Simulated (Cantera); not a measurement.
An isothermal, constant-pressure homogeneous reactor starts with NO : N2 = 1 : 1.8 (molar parts), at 1948 K and 293 Torr.

Cantera simulation using GRI-Mech 3.0 (53 species, 325 reactions); the numbers are that mechanism's predictions, not measurements.

x: mole fraction; the columns are a selection and need not sum to one.

| t (s) | x NO | x NO2 | x N2 | x N2O | x O2 | x O |
|---|---|---|---|---|---|---|
| 0.000400 | 0.357 | 6.98e-6 | 0.643 | 1.38e-5 | 4.61e-7 | 1.04e-5 |
| 0.000868 | 0.357 | 1.91e-5 | 0.643 | 2.58e-5 | 2.68e-6 | 2.09e-5 |
| 0.00188 | 0.357 | 4.23e-5 | 0.643 | 4.17e-5 | 1.83e-5 | 4.00e-5 |
| 0.00408 | 0.357 | 6.20e-5 | 0.643 | 5.36e-5 | 9.76e-5 | 5.59e-5 |
| 0.00885 | 0.356 | 6.65e-5 | 0.643 | 5.65e-5 | 0.000321 | 5.95e-5 |
| 0.0192 | 0.355 | 6.91e-5 | 0.644 | 5.63e-5 | [?] | 6.17e-5 |
| 0.0417 | 0.353 | 7.43e-5 | 0.645 | 5.54e-5 | 0.00190 | 6.61e-5 |
| 0.0904 | 0.348 | 8.42e-5 | 0.647 | 5.37e-5 | 0.00424 | 7.46e-5 |
| 0.196 | 0.338 | 0.000101 | 0.652 | 5.02e-5 | 0.00934 | 9.03e-5 |
| 0.425 | 0.316 | [?] | 0.663 | [?] | [?] | [?] |
| 0.922 | 0.273 | 0.000148 | 0.685 | 3.16e-5 | 0.0420 | 0.000156 |
| 2.00 | 0.197 | 0.000144 | 0.723 | 1.62e-5 | 0.0796 | 0.000207 |

**Question.** What belongs in the gaps?

**Answer.** 
- 0.0192, x O2: 0.000817
- 0.425, x NO2: 0.000125
- 0.425, x N2O: 4.33e-5
- 0.425, x O2: 0.0202
- 0.425, x O: 0.000117
